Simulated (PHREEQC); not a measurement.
Polishing slurry liquid: speciation

Dissolve 0.0062 mol HNO3, 6.4e-06 mol H4SiO4 and 0.0012 mol MnSO4 per kg of water at 25 °C. Closed to the air; pH follows from the charge balance.

All values are PHREEQC results (ion-association model, phreeqc.dat), not measurements.

This is a speciation only: nothing precipitates in the calculation.

Task: What pH, ionic strength, specific conductance does the model give?

Result: pH 2.27; ionic strength 0.0101 mol/kgw; specific conductance 2560 µS/cm.

Task: In which forms is S present?

Result: SO4-2 68 %, HSO4- 26 %, MnSO4 6.1 % of the S.
